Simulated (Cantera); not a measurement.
**Pyrogenic steam for wet oxidation**

An isothermal, constant-pressure homogeneous reactor starts with 6.88 % H2, 7.16 % O2, 86.0 % N2, at 900 K and 100.0 Torr.

Detailed kinetics in Cantera: the H2/O2 subset of GRI-Mech 3.0, which has no nitrogen chemistry. Radical loss at walls, strong at low pressure, is not modelled. Below about 950 K walls govern HO2 and H2O2 in real vessels. The temperature is held fixed by assumption; the heat of reaction is taken as removed at once.

| t (s) | x H2 | x O2 | x O | x HO2 | x OH | x H | x H2O |
|---|---|---|---|---|---|---|---|
| 5.00e-5 | 0.0688 | 0.0716 | <1e-12 | 1.18e-12 | <1e-12 | 1.11e-12 | <1e-12 |
| 0.000232 | 0.0688 | 0.0716 | <1e-12 | 6.13e-12 | <1e-12 | 6.04e-12 | 2.34e-12 |
| 0.00108 | 0.0688 | 0.0716 | 1.95e-11 | 7.37e-11 | 5.08e-12 | 1.25e-10 | 1.69e-10 |
| 0.00500 | 0.0687 | 0.0716 | 1.43e-6 | 3.24e-6 | 4.28e-7 | 9.23e-6 | 1.57e-5 |
| 0.0232 | 0.00106 | 0.0391 | 3.43e-5 | 4.94e-6 | 3.11e-5 | 2.54e-5 | 0.0701 |
| 0.108 | 0.000229 | 0.0387 | 3.71e-6 | 2.35e-6 | 5.81e-6 | 9.32e-7 | 0.0710 |
| 0.500 | 4.00e-5 | 0.0386 | 3.62e-7 | 7.05e-7 | 1.69e-6 | 4.55e-8 | 0.0712 |
| 2.32 | 2.60e-6 | 0.0386 | 1.88e-8 | 6.04e-8 | 6.59e-7 | 1.15e-9 | 0.0712 |
| 10.8 | 1.94e-8 | 0.0386 | 1.24e-9 | 8.79e-10 | 2.47e-7 | 5.51e-12 | 0.0712 |
| 50.0 | 1.44e-10 | 0.0386 | 2.03e-10 | 8.29e-11 | 1.01e-7 | <1e-12 | 0.0712 |
x: mole fraction; the columns are a selection and need not sum to one.

Equilibrium at this temperature and pressure: H2 3.20e-12, O2 0.0386, O 2.92e-12, HO2 2.25e-11, OH 1.20e-8, H <1e-12, H2O 0.0712 (gas phase only).
